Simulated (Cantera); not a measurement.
## Diamond growth

A diamond (100) surface in a fixed gas of H2 with x(CH4) = 0.015, x(CH3) = 0.00042, at 900 K, 0.266 atm; coverages are run to steady state.

Detailed kinetics in Cantera: the Harris–Goodwin 1993 mechanism for the reconstructed diamond (100) surface.

```json
[
 {"x(H)": "0.0001", "growth (µm/h)": "6.19", "θ c6HH": "0.164", "θ c6H*": "0.00224", "θ c6*H": "0.0626", "θ c6**": "0.000401", "θ c6HM": "0.620"},
 {"x(H)": "0.00024", "growth (µm/h)": "11.8", "θ c6HH": "0.272", "θ c6H*": "0.00393", "θ c6*H": "0.110", "θ c6**": "0.00106", "θ c6HM": "0.493"},
 {"x(H)": "0.00058", "growth (µm/h)": "19.4", "θ c6HH": "0.408", "θ c6H*": "0.00606", "θ c6*H": "0.169", "θ c6**": "0.00207", "θ c6HM": "0.334"},
 {"x(H)": "0.0014", "growth (µm/h)": "26.4", "θ c6HH": "0.531", "θ c6H*": "0.00802", "θ c6*H": "0.223", "θ c6**": "0.00307", "θ c6HM": "0.188"},
 {"x(H)": "0.0034", "growth (µm/h)": "31.2", "θ c6HH": "0.614", "θ c6H*": "0.00940", "θ c6*H": "0.259", "θ c6**": "0.00377", "θ c6HM": "0.0915"},
 {"x(H)": "0.0082", "growth (µm/h)": "33.7", "θ c6HH": "0.657", "θ c6H*": "0.0103", "θ c6*H": "0.278", "θ c6**": "0.00415", "θ c6HM": "0.0410"},
 {"x(H)": "0.02", "growth (µm/h)": "35.0", "θ c6HH": "0.677", "θ c6H*": "0.0112", "θ c6*H": "0.286", "θ c6**": "0.00438", "θ c6HM": "0.0174"},
 {"x(H)": "0.048", "growth (µm/h)": "35.9", "θ c6HH": "0.685", "θ c6H*": "0.0127", "θ c6*H": "0.288", "θ c6**": "0.00459", "θ c6HM": "0.00741"},
 {"x(H)": "0.12", "growth (µm/h)": "37.4", "θ c6HH": "0.689", "θ c6H*": "0.0161", "θ c6*H": "0.286", "θ c6**": "0.00495", "θ c6HM": "0.00306"}
]
```
θ: site fractions in the mechanism's names (c6HH fully hydrogenated, c6H* and c6*H radical sites, c6** diradical, c6HM methylated).
